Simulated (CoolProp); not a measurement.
Vapour pressure (MPa) of hydrogen sulfide: the reference equation beside estimates from Tc = 373.1 K, pc = 8.999 MPa, ω = 0.101. Clausius-Clapeyron is anchored at 275.8 K with a constant enthalpy of vaporisation of 15.62 kJ/mol.

The numbers come from the reference Helmholtz-energy equation of state, Lemmon 2006 in CoolProp. It is a short technical equation, of lower accuracy than the large ones.

```csv
T (K),reference,Clausius-Clapeyron,van der Waals,Soave-Redlich-Kwong,Peng-Robinson
275.8,1.115,1.115,2.369,1.119,1.114
281.4,1.305,1.277,2.612,1.312,1.304
286.9,1.515,1.451,2.865,1.524,1.513
292.4,1.747,1.642,3.134,1.760,1.746
298,2.010,1.852,3.424,2.027,2.009
303.5,2.295,2.076,3.725,2.317,2.295
309,2.607,2.318,4.041,2.635,2.609
314.5,2.950,2.578,4.374,2.984,2.954
320.1,3.330,2.862,4.731,3.371,3.339
325.6,3.738,3.161,5.097,3.786,3.750
331.1,4.180,3.479,5.481,4.236,4.198
336.6,4.660,3.817,5.882,4.722,4.683
342.2,5.188,4.182,6.309,5.257,5.217
347.7,5.749,4.561,6.746,5.822,5.784
353.2,6.355,4.962,7.200,6.429,6.394
```

Absolute difference from the reference over all 15 rows, mean and median: Clausius-Clapeyron 12.0 and 12.6 %, van der Waals 53.7 and 48.3 %, Soave-Redlich-Kwong 1.0 and 1.2 %, Peng-Robinson 0.3 and 0.1 %.
